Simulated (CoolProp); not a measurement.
Nitrous oxide at 323.84 K and 0.402 MPa is compressed adiabatically to 0.823 MPa with isentropic efficiency 0.7. Each further row changes one setting.

Model: reference Helmholtz-energy equation of state, Lemmon 2006, in CoolProp. It is a short technical equation, of lower accuracy than the large ones.

```tsv
case	work (kJ/kg)	final temperature (K)	final density (kg/m³)
as stated	66.3	396.1	11.2
efficiency 1	46.4	375.9	11.8
efficiency 0.65	71.4	401.3	11.0
```
